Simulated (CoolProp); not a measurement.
Saturation properties of n-decane (Tc = 617.7 K, pc = 2101 kPa, ω = 0.488).

Values from CoolProp's reference Helmholtz-energy equation of state, Lemmon 2006. It is a short technical equation, of lower accuracy than the large ones.

| T (K) | p (kPa) | liquid density (kg/m³) | vapour density (kg/m³) | enthalpy of vaporisation (kJ/kg) | liquid cp (kJ/(kg K)) | surface tension (mN/m) |
|---|---|---|---|---|---|---|
| 403.5 | 28.65 | 642.3 | 1.248 | 303.0 | 2.622 | 14.0 |
| 413.4 | 39.25 | 633.9 | 1.679 | 297.2 | 2.664 | 13.1 |
| 423.3 | 52.80 | 625.4 | 2.224 | 291.3 | 2.707 | 12.3 |
| 433.3 | 70.04 | 616.5 | 2.909 | 285.2 | 2.751 | 11.5 |
| 443.2 | 91.26 | 607.6 | 3.745 | 279.0 | 2.794 | 10.7 |
| 453.2 | 117.5 | 598.4 | 4.775 | 272.5 | 2.838 | 9.93 |
| 463.1 | 149.1 | 589.0 | 6.009 | 265.9 | 2.883 | 9.17 |
| 473.1 | 187.2 | 579.3 | 7.505 | 258.9 | 2.928 | 8.41 |
| 483 | 232.1 | 569.3 | 9.275 | 251.6 | 2.974 | 7.67 |
| 493 | 285.3 | 558.8 | 11.40 | 244.0 | 3.022 | 6.95 |
| 502.9 | 346.9 | 548.0 | 13.90 | 236.0 | 3.071 | 6.24 |
| 512.9 | 418.9 | 536.6 | 16.88 | 227.5 | 3.123 | 5.55 |
| 522.8 | 501.0 | 524.7 | 20.38 | 218.6 | 3.178 | 4.88 |
| 532.8 | 595.8 | 512.0 | 24.58 | 208.9 | 3.238 | 4.23 |
| 542.7 | 702.7 | 498.5 | 29.55 | 198.5 | 3.303 | 3.61 |

It boils at 447.3 K under 1 atm.

Surface tension comes from a separate correlation (Mulero 2012).
